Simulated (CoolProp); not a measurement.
Carbon monoxide along the isobar 58.3 bar: fugacity coefficient from the reference equation and from simpler models built on Tc = -140.3 °C, pc = 34.98 bar, ω = 0.050; each cubic takes its own stable root.

The numbers come from the reference Helmholtz-energy equation of state, Lemmon 2006 in CoolProp. It is a short technical equation, of lower accuracy than the large ones.

| T (°C) | phase | reference |
|---|---|---|
| -182.65 | liquid | 0.05221 |
| -159.25 | liquid | 0.2270 |
| -135.85 | supercritical | 0.5097 |
| -112.45 | supercritical | 0.7164 |
| -88.95 | supercritical | 0.8195 |
| -65.55 | supercritical | 0.8825 |
| -42.15 | supercritical | 0.9239 |
| -18.75 | supercritical | 0.9522 |

**Question.** How far does each simpler model (van der Waals, Peng-Robinson) lie from the reference over these 8 states: mean and median of the absolute difference, and the worst?

**Answer.** 
- van der Waals: mean 26.2 %, median 3.0 %, worst +152.6 % at -182.65 °C and 58.3 bar
- Peng-Robinson: mean 2.9 %, median 2.9 %, worst -4.1 % at -112.45 °C and 58.3 bar
